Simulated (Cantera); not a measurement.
An isothermal, constant-pressure homogeneous reactor starts with 6.25 % NH₃, 93.8 % N₂, at 1975 K and 20.0 Torr.

Cantera simulation using the gas-phase N/H chemistry of the illustrative SiF4/NH3 mechanism in the Surface Chemkin manual (1991); the numbers are that mechanism's predictions, not measurements. Walls and surfaces, which speed up NH3 decomposition in real reactors, are not modelled.

One state of this run: x NH₃ = 1.56e-7; x NH = 1.18e-8; x N₂ = 0.911; x N₂H₄ = <1e-12; x NH₂ = 1.23e-8; x N₂H₂ = <1e-12. x: mole fraction; the columns are a selection and need not sum to one.

Question: Which value of t (s) does it belong to?
A. 6.76e-6
B. 29.6
C. 0.0141
D. 4.57e-5

Answer: B, 29.6
